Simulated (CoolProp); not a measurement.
Vapour pressure (bar) of C3F8 (R218): the reference equation beside estimates from Tc = 345.0 K, pc = 26.40 bar, ω = 0.317. Clausius-Clapeyron is anchored at 205.2 K with a constant enthalpy of vaporisation of 21.76 kJ/mol.

Computed with CoolProp (reference Helmholtz-energy equation of state, Lemmon 2006). It is a short technical equation, of lower accuracy than the large ones.

```csv
T (K),reference,Lee-Kesler,Clausius-Clapeyron,Redlich-Kwong,Peng-Robinson
176.7,0.02202,0.02119,0.02442,0.08266,0.02347
191,0.07171,0.06959,0.07403,0.2201,0.07435
205.2,0.1911,0.1873,0.1911,0.4926,0.1945
219.5,0.4406,0.4360,0.4386,0.9748,0.4433
233.7,0.8969,0.8941,0.9051,1.738,0.8961
248,1.667,1.670,1.726,2.876,1.660
262.2,2.857,2.870,3.057,4.454,2.844
276.5,4.615,4.641,5.123,6.575,4.603
290.7,7.060,7.098,8.135,9.283,7.067
305,10.39,10.44,12.41,12.69,10.44
319.2,14.75,14.82,18.17,16.81,14.87
```

Absolute difference from the reference over all 11 rows, mean and median: Lee-Kesler 1.2 and 0.5 %, Clausius-Clapeyron 8.6 and 7.0 %, Redlich-Kwong 99.4 and 72.5 %, Peng-Robinson 1.4 and 0.5 %.
